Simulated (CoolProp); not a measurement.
Saturation properties of fluoroethane (R161) (Tc = 375.2 K, pc = 5.010 MPa, ω = 0.216).

Values from CoolProp's reference Helmholtz-energy equation of state, Wu 2012.

```
T (K)  p (MPa)  liquid density (kg/m³)  vapour density (kg/m³)  enthalpy of vaporisation (kJ/kg)  surface tension (mN/m)
-----  -------  ----------------------  ----------------------  --------------------------------  ----------------------
267.5   0.3609                   768.7                   8.527                             386.7                    13.5
277.1   0.4965                   752.1                   11.60                             373.4                    12.1
286.7   0.6674                   734.2                   15.49                             358.9                    10.8
296.3   0.8787                   715.0                   20.39                             343.1                    9.53
305.9    1.136                   694.0                   26.52                             325.9                    8.26
315.5    1.445                   670.9                   34.20                             307.1                    7.00
325.1    1.811                   645.3                   43.85                             286.2                    5.76
334.7    2.242                   616.6                   56.17                             262.8                    4.55
344.3    2.746                   583.9                   72.28                             235.9                    3.37
353.9    3.331                   545.3                   94.39                             203.6                    2.23
363.5    4.012                   495.6                   127.9                             161.3                    1.15
```

It boils at 235.6 K under 1 atm.

Surface tension comes from a separate correlation (Mulero 2012).
